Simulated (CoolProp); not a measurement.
Vapour-liquid equilibrium of C2F6 (R116) (1) + propane (2) at 262.1 K; x and y are mole fractions of (1).

Model: multi-fluid Helmholtz-energy mixture model, Lemmon 2006 and Lemmon 2009; pair parameters Bell 2016, in CoolProp.

Give the bubble pressure and the first vapour's composition at x = 0.2, 0.35, 0.8. Is there an azeotrope?

x = 0.2: 0.9411 MPa, y = 0.646; x = 0.35: 1.078 MPa, y = 0.702; x = 0.8: 1.302 MPa, y = 0.851. No azeotrope shows between x = 0.05 and 0.95.

Pair parameters are fitted to limited data, so mixtures are less certain than the pure fluids. With so large a gap from Raoult's law the liquid may split in two, which this calculation doesn't test in full.
